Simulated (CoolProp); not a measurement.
Vapour-liquid equilibrium of n-pentane (1) + benzene (2) at 65.35 °C; x and y are mole fractions of (1).

Computed with CoolProp (multi-fluid Helmholtz-energy mixture model, Thol 2019 and Thol 2012; pair parameters Bell 2016).

```tsv
x	bubble pressure, mixture model (kPa)	bubble pressure, Raoult's law (kPa)	y, mixture model	y, Raoult's law
0.05	80.07	72.25	0.247	0.173
0.2	120.4	100.3	0.561	0.498
0.35	150.4	128.3	0.696	0.681
0.5	175.2	156.3	0.783	0.799
0.65	197.7	184.3	0.851	0.881
0.8	219.7	212.3	0.915	0.941
0.95	242.0	240.3	0.978	0.987
```

The largest gap from Raoult's law is +20.0 % in bubble pressure, at x = 0.2. No azeotrope shows between x = 0.05 and 0.95.

The pair parameters rest on a limited set of measurements; away from them the model extrapolates.
